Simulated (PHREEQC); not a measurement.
PHREEQC input (ion-association model, wateq4f.dat):

```
SOLUTION_MASTER_SPECIES
  Amm  AmmH+  0  AmmH  17.031  # ammonia with no redox link, constants of NH4+
SOLUTION_SPECIES
  AmmH+ = AmmH+
    -log_k 0
  AmmH+ = Amm + H+
    -log_k -9.252
    -delta_h 12.48 kcal
    -analytic 0.6322 -0.001225 -2835.76
    -gamma 2.5 0.0
  AmmH+ + SO4-2 = AmmHSO4-
    -log_k 1.11
    -gamma 5.0 0.0
PHASES
  Amm(g)
    Amm = Amm
    -log_k 1.770
    -delta_h -8.170 kcal
EXCHANGE_SPECIES
  AmmH+ + X- = AmmHX
    -log_k 0.6
SOLUTION 1
  temp 25
  units mmol/kgw
  pH 7 charge
  F 81.32
  Amm 40.44
  Si 0.22
  S(6) 3.5
SOLUTION 2
  temp 25
  units mmol/kgw
  pH 7 charge
  F 29.2
  Na 3.2
END
SELECTED_OUTPUT 1
  -reset false
  -pH true
  -pe true
  -ionic_strength true
  -water true
  -totals Amm F Na S Si S(-2) S(6)
  -molalities H+ F- Na+ SO4-2 H4SiO4 H3SiO4- H2SiO4-2 NaSO4- HSO4- H2S
    HS- S-2 O2 OH- SiF6-2 HF HF2- H2F2 NaF AmmH+
    Amm AmmHSO4-
  -equilibrium_phases SiO2(a) Mirabilite
PRINT
  -reset false
MIX 1
  1 1
  2 0
EQUILIBRIUM_PHASES 1
  SiO2(a) 0 0
  Mirabilite 0 0
  O2(g) -0.68 10
END
# ... the last block is repeated for the other 10 points of share of solution B
```

Selected output (columns that matter, 11 of 11 rows; share of solution B added in front):

```
share of solution B	pH	mu	Amm	F	Na	S	Si	m_H+	m_F-	m_Na+	m_SO4-2	m_HSO4-	m_OH-	m_SiF6-2
0	3.0192	0.043811	0.04044	0.08132	0	0.0035	0.00022	0.0011137	0.030153	0	0.0026962	0.000145	1.2729e-11	0.00022
0.1	3.0008	0.039965	0.036396	0.076108	0.00032	0.00315	0.000198	0.0011568	0.027678	0.00031468	0.0024539	0.00014024	1.2117e-11	0.000198
0.2	2.98	0.036117	0.032352	0.070896	0.00064	0.0028	0.000176	0.0012079	0.025193	0.00063015	0.0022062	0.00013493	1.1463e-11	0.000176
0.3	2.9562	0.032267	0.028308	0.065684	0.00096	0.00245	0.000154	0.0012696	0.022697	0.00094648	0.0019526	0.00012893	1.0762e-11	0.000154
0.4	2.9285	0.028419	0.024264	0.060472	0.00128	0.0021	0.000132	0.0013455	0.020193	0.0012637	0.0016929	0.00012197	1.0008e-11	0.000132
0.5	2.8959	0.024576	0.02022	0.05526	0.0016	0.00175	0.00011	0.0014412	0.017686	0.0015819	0.0014265	0.0001137	9.1951e-12	0.00011
0.6	2.8569	0.020747	0.016176	0.050048	0.00192	0.0014	8.8e-05	0.0015654	0.015182	0.0019012	0.0011531	0.00010348	8.3156e-12	8.8e-05
0.7	2.8093	0.016943	0.012132	0.044836	0.00224	0.00105	6.6e-05	0.0017323	0.012691	0.0022217	0.00087247	9.0247e-05	7.3636e-12	6.6e-05
0.8	2.75	0.013189	0.008088	0.039624	0.00256	0.0007	4.4e-05	0.0019667	0.010235	0.0025435	0.00058492	7.1998e-05	6.3361e-12	4.4e-05
0.9	2.6743	0.0095286	0.004044	0.034412	0.00288	0.00035	2.2e-05	0.0023139	0.0078508	0.0028666	0.00029224	4.4743e-05	5.2385e-12	2.2e-05
1	2.576	0.0060505	0	0.0292	0.0032	0	0	0.0028593	0.0056087	0.0031913	0	0	4.0986e-12	0
```

wateq4f.dat counts part of the HF as a dimer, H2F2, which phreeqc.dat doesn't know; its constant is uncertain. SiF6-2 is the database's only silicon fluoride.
